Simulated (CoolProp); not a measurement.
The numbers come from the reference Helmholtz-energy equation of state, Schroeder 2014 in CoolProp.

Task: For ethanol, give the phase and the Z, isothermal compressibility (1/MPa) at 468.7 K and 2660 kPa; 468.7 K and 6050 kPa; 468.7 K and 13800 kPa.

Result: 
- 468.7 K and 2660 kPa: gas; Z 0.735, isothermal compressibility 0.578
- 468.7 K and 6050 kPa: liquid; Z 0.123, isothermal compressibility 0.00806
- 468.7 K and 13800 kPa: liquid; Z 0.266, isothermal compressibility 0.00491
